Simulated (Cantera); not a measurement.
A perfectly stirred reactor is fed with CH4 : O2 : N2 = 1 : 3.03 : 11.4 (molar parts), equivalence ratio 0.66, at 0.230 bar; it is adiabatic with a 375 K inlet, and is followed from long to short residence time, starting on the burning branch (τ in s: 0.15, 0.058, 0.022, 0.0085, 0.0033, 0.0012, 0.00048, 0.00018, 7e-05, 2.7e-05).

Detailed kinetics in Cantera: GRI-Mech 3.0 (53 species, 325 reactions).

Problem. Predict: blow-out, bracketed by the residence times tried; x(CH4) at τ = 0.150 s; x(O2) at τ = 0.150 s; x(CO2) at τ = 0.150 s; x(CH4) at τ = 1.20 ms; x(O2) at τ = 1.20 ms; x(C2H2) at τ = 1.20 ms; x(CO2) at τ = 1.20 ms; x(C2H6) at τ = 1.20 ms.

Solution. blow-out, bracketed by the residence times tried: burning at 0.480 ms, out at 0.180 ms
x(CH4) at τ = 0.150 s: 1.09e-5
x(O2) at τ = 0.150 s: 0.0666
x(CO2) at τ = 0.150 s: 0.0632
x(CH4) at τ = 1.20 ms: 0.000473
x(O2) at τ = 1.20 ms: 0.0745
x(C2H2) at τ = 1.20 ms: 1.59e-8
x(CO2) at τ = 1.20 ms: 0.0474
x(C2H6) at τ = 1.20 ms: 1.01e-8
